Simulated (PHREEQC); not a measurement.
Model water analysis in mg/kgw, 20 °C, pH 4.05, pe 8.5:

| constituent | mg/kgw |
|---|---|
| Na | 99.9 |
| K | 26 |
| Ca | 26.9 |
| Mg | 9.93 |
| Cl | 16.2 |
| S(6) as SO4 | 332 |
| Br | 0.136 |
| Cu(2) | 0.279 |
| Zn | 0.0692 |

Valence states are taken as typed.

The numbers come from PHREEQC with the ion-association model, phreeqc.dat.

Precipitation was switched off in this run.

**Question.** What ionic strength, specific conductance does the model give?

**Answer.** ionic strength 0.0109 mol/kgw; specific conductance 742 µS/cm.

**Question.** In which forms is Na present?

**Answer.** Na+ 99 %, NaSO4- 1.0 % of the Na.

Species that the database lacks are ignored.
